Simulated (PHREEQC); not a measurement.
Solution (25 °C): 0.24 mol/kgw ZnCl2, 0.16 mol/kgw NiCl2, 0.0049 mol/kgw HCl and 0.041 mol/kgw KI. Closed to the air; pH follows from the charge balance.

Equilibrium calculation in PHREEQC: ion-association model, wateq4f.dat.

This is a speciation only: nothing precipitates in the calculation.

**Question.** What pH, ionic strength does the model give?

**Answer.** pH 2.44; ionic strength 0.905 mol/kgw.

**Question.** In which forms is Ni present?

**Answer.** Ni+2 57 %, NiCl+ 24 %, NiCl2 19 % of the Ni.

Ionic strength above about 0.7 mol/kgw puts this run outside the model's range. Species that the database lacks are ignored.
